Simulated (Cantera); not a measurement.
Input: 1 mol Fe2O3, 1.2 mol HCl, 44 mol N2, equilibrated at 60.0 mbar.

These are equilibrium values from Cantera (NASA tables, ideal gas, pure condensed phases), not measurements of a reactor. Candidate condensed phases: Fe, FeCl2, FeCl3, FeO, Fe(OH)2, Fe(OH)3, Fe2O3, Fe3O4, H2O, NH4Cl; 37 gas species. Mutual solubility and eutectic melting of coexisting phases are not modelled. The numbers say what is thermodynamically allowed, not how fast it happens.

Task: What share of the Fe ends up in condensed phases as a function of T (K), at 1150, 1225, 1300, 1375, 1450, 1525, 1600, 1675?

Result: 
| T (K) | Fe condensed (%) | as |
|---|---|---|
| 1150 | 97.8 | Fe2O3(s) |
| 1225 | 96.5 | Fe2O3(s) |
| 1300 | 94.8 | Fe2O3(s) |
| 1375 | 94.0 | Fe2O3(s) + Fe3O4(s) |
| 1450 | 92.4 | Fe3O4(s) |
| 1525 | 90.7 | Fe3O4(s) |
| 1600 | 89.0 | Fe3O4(s) |
| 1675 | 87.5 | Fe3O4(s) |
